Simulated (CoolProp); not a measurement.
Vapour-liquid equilibrium of R125 (1) + R227EA (2) at 0.559 bar; x and y are mole fractions of (1).

Computed with CoolProp (multi-fluid Helmholtz-energy mixture model, Lemmon 2005 and Lemmon 2016; pair parameters Bell 2016).

Task: Give the bubble temperature and the first vapour's composition at x = 0.05, 0.25, 0.85. Is there an azeotrope?

Result: x = 0.05: 240.9 K, y = 0.177; x = 0.25: 231.4 K, y = 0.602; x = 0.85: 216.1 K, y = 0.967. No azeotrope shows between x = 0.05 and 0.95.

Pair parameters are fitted to limited data, so mixtures are less certain than the pure fluids.
